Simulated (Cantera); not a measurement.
A closed system holds: 1 mol Si, 0.52 mol HCl, 1 mol H2, held at 0.130 bar.

Cantera equilibrium calculation (NASA polynomials, part measured and part estimated; ideal gas, pure solids and liquids). Candidate condensed phases: Si; 19 gas species. The tables' values for SiCl3 are old estimates; treat these amounts as uncertain. The numbers say what is thermodynamically allowed, not how fast it happens. All values below are at 1025 K.

Base state: H2 0.883, SiCl4 0.0678, SiHCl3 0.0244, HCl 0.0211, SiCl3 0.00171, SiH2Cl2 0.000971, SiCl2 0.000902 (mole fractions); condensed: Si(s).

**Question.** What changes in the equilibrium state with this change: HCl from 0.52 to 1.1 mol?

**Answer.** 
```
species       before    after
----------  --------  -------
H2             0.883    0.821
SiCl4         0.0678    0.116
SiHCl3        0.0244   0.0351
HCl           0.0211   0.0233
SiCl3        0.00171  0.00256
SiCl2       0.000902  0.00118
SiH2Cl2     0.000971  0.00118
SiH3Cl       9.99e-6  1.02e-5
Si(s), mol     0.867    0.716
```
